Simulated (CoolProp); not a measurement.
CF4 (R14) along the isobar 1.59 MPa: density (kg/m³) from the reference equation and from simpler models built on Tc = 227.4 K, pc = 3.762 MPa, ω = 0.178; each cubic takes its own stable root.

Computed with CoolProp (reference Helmholtz-energy equation of state, Platzer 1990). This equation is an older, rougher fit; its heat capacities, sound speeds and derivatives of the liquid may be far off and weren't checked against measurements.

```csv
T (K),phase,reference,van der Waals,Redlich-Kwong
153.4,liquid,1564,1031,1498
179.8,liquid,1406,917.4,1306
206.2,gas,107.3,100.8,105.9
232.6,gas,84.83,83.47,84.97
259,gas,72.12,72.05,72.46
285.4,gas,63.35,63.73,63.73
311.8,gas,56.76,57.30,57.14
338.1,gas,51.58,52.17,51.95
364.5,gas,47.33,47.93,47.69
390.9,gas,43.78,44.36,44.13
417.3,gas,40.76,41.31,41.10
443.7,gas,38.15,38.68,38.48
470.1,gas,35.87,36.37,36.20
496.5,gas,33.86,34.33,34.18
```
